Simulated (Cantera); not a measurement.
What does this Cantera script print?

```python
import numpy as np
import cantera as ct

gas = ct.Solution("SiF4_NH3_mec.yaml", "gas")
gas.TPX = 1725, 2000, {'NH3': 1, 'H2': 6.7}
reactor = ct.IdealGasConstPressureReactor(gas, energy="off", clone=False)
net = ct.ReactorNet([reactor])
net.rtol, net.atol = 1e-08, 1e-18
show = ['NH3', 'H2', 'N2', 'N2H4', 'H', 'N', 'N2H2']
times = np.geomspace(2e-06, 3, 12)

steps = ct.SolutionArray(gas, extra=["t"])
rows = []
print(f"{'t/s':>10s}{'T/K':>9s}{'P/Pa':>11s}" + "".join(f"{s:>11s}" for s in show))
for t in times:
    while net.time < t:
        t_next = net.step()
        steps.append(gas.state, t=t_next)
    rows.append([np.interp(t, steps.t, y) for y in (steps.T, steps.P, *steps(*show).X.T)])
    print(f"{t:10.3e}{rows[-1][0]:9.1f}{rows[-1][1]:11.4g}" + "".join(f"{x:11.3e}" for x in rows[-1][2:]))
rate = np.gradient(steps.T, steps.t)
print("integrator steps:", len(steps.t))
if steps.T.max() > steps.T[0] + 200:
    print(f"time of steepest temperature rise: {steps.t[rate.argmax()]:.4e} s")
gas.TPX = 1725, 2000, {'NH3': 1, 'H2': 6.7}
gas.equilibrate("TP")
print(f"equilibrium (TP): T = {gas.T:.1f} K  " + "  ".join(f"{s} {gas[s].X[0]:.3e}" for s in show))
```

It prints:

```
       t/s      T/K       P/Pa        NH3         H2         N2       N2H4          H          N       N2H2
 2.000e-06   1725.0       2000  1.299e-01  8.701e-01  1.605e-24  5.977e-21  1.880e-09  9.185e-26  1.246e-19
 7.286e-06   1725.0       2000  1.299e-01  8.701e-01  8.603e-22  2.341e-19  7.418e-09  4.551e-23  5.021e-18
 2.654e-05   1725.0       2000  1.299e-01  8.701e-01  3.918e-19  6.953e-18  3.050e-08  2.128e-20  1.653e-16
 9.670e-05   1725.0       2000  1.299e-01  8.701e-01  1.442e-16  1.634e-16  1.188e-07  5.214e-18  5.166e-15
 3.523e-04   1725.0       2000  1.299e-01  8.701e-01  4.347e-14  3.091e-15  4.408e-07  5.210e-16  1.621e-13
 1.283e-03   1725.0       2000  1.299e-01  8.701e-01  6.694e-12  4.635e-14  1.614e-06  3.126e-14  3.662e-12
 4.675e-03   1725.0       2000  1.299e-01  8.701e-01  5.090e-10  6.376e-13  5.887e-06  1.611e-12  5.967e-11
 1.703e-02   1725.0       2000  1.299e-01  8.701e-01  2.959e-08  8.514e-12  2.144e-05  7.850e-11  8.935e-10
 6.205e-02   1725.0       2000  1.298e-01  8.701e-01  1.817e-06  1.113e-10  7.755e-05  3.697e-09  1.462e-08
 2.260e-01   1725.0       2000  1.295e-01  8.701e-01  1.079e-04  8.857e-10  2.198e-04  8.229e-08  1.642e-07
 8.235e-01   1725.0       2000  1.273e-01  8.713e-01  1.084e-03  1.077e-09  2.470e-04  1.139e-07  2.089e-07
 3.000e+00   1725.0       2000  1.195e-01  8.756e-01  4.555e-03  9.849e-10  2.530e-04  1.134e-07  1.920e-07
integrator steps: 455
equilibrium (TP): T = 1725.0 K  NH3 1.490e-07  H2 9.413e-01  N2 5.743e-02  N2H4 3.432e-20  H 1.283e-03  N 1.534e-11  N2H2 4.357e-16
```

Computed with Cantera and the gas-phase N/H chemistry of the illustrative SiF4/NH3 mechanism in the Surface Chemkin manual (1991). Walls and surfaces, which speed up NH3 decomposition in real reactors, are not modelled.
